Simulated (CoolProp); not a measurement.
Saturation properties of the fluoroketone C6F12O (FK-5-1-12) (Tc = 441.8 K, pc = 1.869 MPa, ω = 0.471).

Model: reference Helmholtz-energy equation of state, McLinden 2015, in CoolProp.

| T (K) | p (MPa) | vapour density (kg/m³) | enthalpy of vaporisation (kJ/kg) | liquid cp (kJ/(kg K)) |
|---|---|---|---|---|
| 325.5 | 0.1135 | ___ | 86.95 | 1.125 |
| 332.5 | 0.1429 | 17.80 | 84.80 | 1.133 |
| 339.6 | 0.1786 | 22.11 | 82.54 | ___ |
| 346.6 | 0.2200 | 27.15 | 80.22 | 1.151 |
| 353.7 | 0.2692 | 33.19 | 77.77 | 1.162 |
| 360.7 | 0.3255 | 40.20 | 75.23 | 1.173 |
| 367.7 | 0.3904 | 48.44 | 72.57 | ___ |
| 374.8 | 0.4657 | 58.27 | 69.70 | 1.202 |
| 381.8 | 0.5503 | 69.69 | 66.69 | 1.220 |
| 388.9 | 0.6475 | 83.37 | 63.40 | 1.241 |
| 395.9 | 0.7556 | 99.44 | 59.90 | 1.267 |

Q: Some entries are withheld; supply them.

A: 
- 325.5, vapour density (kg/m³): 14.24
- 339.6, liquid cp (kJ/(kg K)): 1.141
- 367.7, liquid cp (kJ/(kg K)): 1.187

It boils at 322.2 K under 1 atm.
